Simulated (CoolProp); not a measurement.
Vapour-liquid equilibrium of isobutane (1) + n-butane (2) at -61.95 °C; x and y are mole fractions of (1).

Values from CoolProp's multi-fluid Helmholtz-energy mixture model, Bücker 2006 and Bücker 2006; pair parameters Kunz 2012.

| x | bubble pressure (bar) | y at the bubble point | dew pressure at overall composition x (bar) | liquid density (mol/L) |
|---|---|---|---|---|
| 0.05 | 0.04589 | 0.091 | 0.04498 | 11.40 |
| 0.2 | 0.05172 | 0.319 | 0.04851 | 11.35 |
| 0.35 | 0.05745 | 0.501 | 0.05261 | 11.31 |
| 0.5 | 0.06313 | 0.650 | 0.05742 | 11.26 |
| 0.65 | 0.06877 | 0.774 | 0.06314 | 11.22 |
| 0.8 | 0.07440 | 0.880 | 0.07006 | 11.18 |
| 0.95 | 0.08003 | 0.972 | 0.07860 | 11.14 |

No azeotrope shows between x = 0.05 and 0.95.

The pair parameters rest on a limited set of measurements; away from them the model extrapolates.
